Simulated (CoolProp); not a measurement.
Aqueous methanol as a coolant, 55 % by mass, freezing at -63.4 °C, 1 atm.

The numbers come from the Melinder's fits for secondary coolants in CoolProp.

```json
[
 {"T (°C)": "-39.1", "cp (kJ/(kg K))": "2.843", "density (kg/m³)": "944.7", "viscosity (mPa s)": "17.8", "Prandtl number": "[?]"},
 {"T (°C)": "-32.3", "cp (kJ/(kg K))": "2.938", "density (kg/m³)": "940.4", "viscosity (mPa s)": "12.2", "Prandtl number": "113"},
 {"T (°C)": "-25.5", "cp (kJ/(kg K))": "[?]", "density (kg/m³)": "936.0", "viscosity (mPa s)": "[?]", "Prandtl number": "82.8"},
 {"T (°C)": "-18.7", "cp (kJ/(kg K))": "3.116", "density (kg/m³)": "931.6", "viscosity (mPa s)": "6.38", "Prandtl number": "62.2"},
 {"T (°C)": "-12", "cp (kJ/(kg K))": "3.197", "density (kg/m³)": "927.2", "viscosity (mPa s)": "4.83", "Prandtl number": "48.1"},
 {"T (°C)": "-5.2", "cp (kJ/(kg K))": "3.272", "density (kg/m³)": "922.6", "viscosity (mPa s)": "3.73", "Prandtl number": "37.9"},
 {"T (°C)": "1.6", "cp (kJ/(kg K))": "3.340", "density (kg/m³)": "918.0", "viscosity (mPa s)": "2.94", "Prandtl number": "30.4"},
 {"T (°C)": "8.4", "cp (kJ/(kg K))": "3.401", "density (kg/m³)": "913.4", "viscosity (mPa s)": "2.36", "Prandtl number": "24.8"},
 {"T (°C)": "15.1", "cp (kJ/(kg K))": "3.452", "density (kg/m³)": "908.8", "viscosity (mPa s)": "1.94", "Prandtl number": "20.5"},
 {"T (°C)": "21.9", "cp (kJ/(kg K))": "3.494", "density (kg/m³)": "904.1", "viscosity (mPa s)": "1.60", "Prandtl number": "17.1"},
 {"T (°C)": "28.7", "cp (kJ/(kg K))": "3.526", "density (kg/m³)": "899.4", "viscosity (mPa s)": "1.34", "Prandtl number": "14.4"},
 {"T (°C)": "35.5", "cp (kJ/(kg K))": "3.546", "density (kg/m³)": "894.6", "viscosity (mPa s)": "1.13", "Prandtl number": "12.2"}
]
```

### Question
Fill in the missing entries.

### Answer

- -39.1, Prandtl number: 160
- -25.5, cp (kJ/(kg K)): 3.029
- -25.5, viscosity (mPa s): 8.70
